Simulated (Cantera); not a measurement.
Charge: 1 mol Cu2O, 5.7 mol CO, 0.46 mol H2, at 0.410 bar.

Equilibrium computed with Cantera from the NASA thermochemical tables; the gas is ideal and each condensed phase is pure. Candidate condensed phases: C, C6H6, C7H8, C8H18, Cu, CuO, Cu(OH)2, Cu2O, H2O; 113 gas species. Equilibrium is a limit: real reactors are often held back by kinetics, nucleation or transport. All values below are at 1723 K.

Base state: CO 0.790, CO2 0.134, H2 0.0467, H2O 0.0279, Cu 0.000520, H 6.16e-5 (mole fractions); condensed: Cu(l).

Problem. What changes in the equilibrium state with this change: H2 from 0.46 to 0.25 mol?

Solution. 
```csv
species,before,after
CO,0.790,0.806
CO2,0.134,0.151
H2,0.0467,0.0253
H2O,0.0279,0.0167
Cu,0.000520,0.000520
H,6.16e-5,4.53e-5
"Cu(l), mol",2.00,2.00
```

Problem. What changes in the equilibrium state with this change: pressure from 0.410 bar to 0.00133 bar?

Solution. 
```tsv
species	before	after
CO	0.790	0.664
Cu	0.000520	0.160
CO2	0.134	0.113
H2	0.0467	0.0389
H2O	0.0279	0.0233
Cu2	7.03e-7	0.000216
OH	2.01e-6	3.23e-5
H	6.16e-5	0.000985
Cu(l), mol	2.00	0.822
```
